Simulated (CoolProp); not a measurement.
Vapour-liquid equilibrium of cyclohexane (1) + ethylbenzene (2) at 423.3 K; x and y are mole fractions of (1).

Model: multi-fluid Helmholtz-energy mixture model, Zhou 2014 and Zhou 2012; pair parameters Bell 2016, in CoolProp.

```json
[
 {"x": "0.05", "bubble pressure, mixture model (kPa)": "169.0", "bubble pressure, Raoult's law (kPa)": "165.9", "y, mixture model": "0.174", "y, Raoult's law": "0.167"},
 {"x": "0.2", "bubble pressure, mixture model (kPa)": "238.7", "bubble pressure, Raoult's law (kPa)": "227.3", "y, mixture model": "0.493", "y, Raoult's law": "0.488"},
 {"x": "0.35", "bubble pressure, mixture model (kPa)": "304.7", "bubble pressure, Raoult's law (kPa)": "288.7", "y, mixture model": "0.665", "y, Raoult's law": "0.673"},
 {"x": "0.5", "bubble pressure, mixture model (kPa)": "366.1", "bubble pressure, Raoult's law (kPa)": "350.1", "y, mixture model": "0.775", "y, Raoult's law": "0.792"},
 {"x": "0.65", "bubble pressure, mixture model (kPa)": "423.7", "bubble pressure, Raoult's law (kPa)": "411.5", "y, mixture model": "0.854", "y, Raoult's law": "0.876"},
 {"x": "0.8", "bubble pressure, mixture model (kPa)": "479.4", "bubble pressure, Raoult's law (kPa)": "472.9", "y, mixture model": "0.920", "y, Raoult's law": "0.939"},
 {"x": "0.95", "bubble pressure, mixture model (kPa)": "535.5", "bubble pressure, Raoult's law (kPa)": "534.3", "y, mixture model": "0.980", "y, Raoult's law": "0.986"}
]
```

The largest gap from Raoult's law is +5.5 % in bubble pressure, at x = 0.35. No azeotrope shows between x = 0.05 and 0.95.

Pair parameters are fitted to limited data, so mixtures are less certain than the pure fluids.
